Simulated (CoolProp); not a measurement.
A simple Rankine cycle with water: condensing at 328.15 K, boiler at 0.0958 MPa, turbine inlet 373.6 K, turbine efficiency 0.75, pump efficiency 0.6, no recuperator. Each further row changes one setting.

Model: reference Helmholtz-energy equation of state, Wagner 2002, in CoolProp.

```json
[
 {"case": "as stated", "thermal efficiency (%)": "8.4", "net work (kJ/kg)": "207", "heat in (kJ/kg)": "2450", "turbine exit temperature (K)": "328.1", "volume ratio over the turbine": "5.10"},
 {"case": "turbine inlet 393.6 K", "thermal efficiency (%)": "8.5", "net work (kJ/kg)": "211", "heat in (kJ/kg)": "2490", "turbine exit temperature (K)": "328.1", "volume ratio over the turbine": "4.90"},
 {"case": "condensing temperature 320.15 K", "thermal efficiency (%)": "9.9", "net work (kJ/kg)": "247", "heat in (kJ/kg)": "2480", "turbine exit temperature (K)": "320.1", "volume ratio over the turbine": "7.30"},
 {"case": "boiler pressure 0.0671 MPa", "thermal efficiency (%)": "6.8", "net work (kJ/kg)": "167", "heat in (kJ/kg)": "2450", "turbine exit temperature (K)": "328.1", "volume ratio over the turbine": "3.62"},
 {"case": "turbine efficiency 0.65", "thermal efficiency (%)": "7.3", "net work (kJ/kg)": "179", "heat in (kJ/kg)": "2450", "turbine exit temperature (K)": "328.1", "volume ratio over the turbine": "5.16"}
]
```

The expansion ends wet for: as stated; turbine inlet 393.6 K; condensing temperature 320.15 K; boiler pressure 0.0671 MPa; turbine efficiency 0.65.
